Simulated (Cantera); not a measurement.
A perfectly stirred reactor is fed with H2 : O2 : N2 = 1.5 : 1 : 3 (molar parts), at 0.133 bar; it is held at 1125 K, and followed from long to short residence time.

Detailed kinetics in Cantera: the H2/O2 subset of GRI-Mech 3.0, which has no nitrogen chemistry. The temperature is held fixed by assumption; the heat of reaction is taken as removed at once.

Question: What does this change do: temperature 1125 to 1300 K?

Answer: 
```json
[
 {"quantity": "x(H2) at τ = 6.20 s", "before": "0.000209", "after": "0.000183"},
 {"quantity": "x(O2) at τ = 6.20 s", "before": "0.0527", "after": "0.0526"},
 {"quantity": "x(H2O2) at τ = 6.20 s", "before": "6.16e-7", "after": "2.19e-7"},
 {"quantity": "x(H) at τ = 6.20 s", "before": "1.15e-5", "after": "1.62e-5"},
 {"quantity": "x(OH) at τ = 6.20 s", "before": "0.000181", "after": "0.000441"},
 {"quantity": "x(H2) at τ = 36.0 ms", "before": "0.00559", "after": "0.00523"},
 {"quantity": "x(O2) at τ = 36.0 ms", "before": "0.0549", "after": "0.0542"},
 {"quantity": "x(H2O2) at τ = 36.0 ms", "before": "2.01e-6", "after": "1.29e-6"},
 {"quantity": "x(H) at τ = 36.0 ms", "before": "0.00185", "after": "0.00267"},
 {"quantity": "x(OH) at τ = 36.0 ms", "before": "0.00107", "after": "0.00246"}
]
```

Question: What does this change do: N2 3 to 3.9 parts?

Answer: 
```
quantity                  before     after
----------------------  --------  --------
x(H2) at τ = 6.20 s     0.000209  0.000198
x(O2) at τ = 6.20 s       0.0527    0.0443
x(H2O2) at τ = 6.20 s    6.16e-7   5.29e-7
x(H) at τ = 6.20 s       1.15e-5   1.31e-5
x(OH) at τ = 6.20 s     0.000181  0.000172
x(H2) at τ = 36.0 ms     0.00559   0.00526
x(O2) at τ = 36.0 ms      0.0549    0.0465
x(H2O2) at τ = 36.0 ms   2.01e-6   1.55e-6
x(H) at τ = 36.0 ms      0.00185   0.00208
x(OH) at τ = 36.0 ms     0.00107   0.00101
```
